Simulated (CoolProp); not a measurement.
Vapour-liquid equilibrium of toluene (1) + n-dodecane (2) at 272.15 °C; x and y are mole fractions of (1).

Values from CoolProp's multi-fluid Helmholtz-energy mixture model, Lemmon 2006 and Lemmon 2004; pair parameters Bell 2016.

Task: Give the bubble pressure and the first vapour's composition at x = 0.5, 0.725, 0.95. Is there an azeotrope?

Result: x = 0.5: 10.97 bar, y = 0.803; x = 0.725: 15.69 bar, y = 0.910; x = 0.95: 21.36 bar, y = 0.985. No azeotrope shows between x = 0.05 and 0.95.

Pair parameters are fitted to limited data, so mixtures are less certain than the pure fluids.
